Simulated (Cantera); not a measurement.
Cantera with NASA thermochemical tables; ideal gases at 1 bar, condensed phases pure. Values are per mole of reaction as written; species without (g) are pure solids or liquids, kept so even where they would boil at 1 bar.

Question: Between 300 and 2400 K, where is each reaction favourable under standard conditions?
- 2 H₂(g) + O₂(g) ⇌ 2 H₂O(g)
- 2 Pb + O₂(g) ⇌ 2 PbO(g)
- Zr + O₂(g) ⇌ ZrO₂(g)

Answer: 
- 2 H₂(g) + O₂(g) ⇌ 2 H₂O(g): ΔG° is -457 kJ at 300 K and -225 kJ at 2400 K; it stays negative (K > 1). ΔH° is -503 kJ and ΔS° -116 J/K at 2400 K.
- 2 Pb + O₂(g) ⇌ 2 PbO(g): ΔG° is 97 kJ at 300 K and -124 kJ at 2400 K; it changes sign between 1000 and 1200 K. ΔH° is 91 kJ and ΔS° 90 J/K at 2400 K.
- Zr + O₂(g) ⇌ ZrO₂(g): ΔG° is -295 kJ at 300 K and -328 kJ at 2400 K; it stays negative (K > 1). ΔH° is -334 kJ and ΔS° -3 J/K at 2400 K.
